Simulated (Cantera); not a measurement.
Gas-phase reforming

An isothermal, constant-pressure homogeneous reactor starts with 50.3 % CH4, 21.6 % CO2, 28.1 % H2, at 1900 K and 13.0 bar.

Detailed kinetics in Cantera: GRI-Mech 3.0 (53 species, 325 reactions). GRI-Mech 3.0 stops at C3 and has no aromatics, soot or wall deposition, so with more carbon than oxygen in the feed, carbon stays in small species such as C2H2 where larger ones or solid carbon would form. The pressure lies above the range GRI-Mech 3.0 was tuned for (to about 10 atm).

| t (s) | x CH4 | x CO2 | x H2 | x H2O | x CH2 |
|---|---|---|---|---|---|
| 7.00e-6 | 0.485 | 0.214 | 0.290 | 0.00138 | 7.20e-7 |
| 6.30e-5 | 0.369 | 0.183 | 0.366 | 0.0159 | 6.19e-7 |
| 0.000566 | 0.127 | 0.0602 | 0.483 | 0.0990 | 3.46e-7 |
| 0.00509 | 0.0535 | 0.00804 | 0.534 | 0.101 | 2.19e-7 |
| 0.0458 | 0.0469 | 0.00170 | 0.609 | 0.0174 | 1.02e-7 |
| 0.412 | 0.0447 | 2.42e-6 | 0.626 | 2.41e-5 | 8.51e-8 |
| 3.71 | 0.0447 | 2.38e-6 | 0.626 | 2.37e-5 | 8.51e-8 |
| 33.4 | 0.0447 | 2.38e-6 | 0.626 | 2.37e-5 | 8.51e-8 |
| 300 | 0.0447 | 2.38e-6 | 0.626 | 2.37e-5 | 8.51e-8 |
x: mole fraction; the columns are a selection and need not sum to one.

Equilibrium at this temperature and pressure: CH4 0.0447, CO2 2.41e-6, H2 0.626, H2O 2.40e-5, CH2 8.51e-8 (gas phase only).
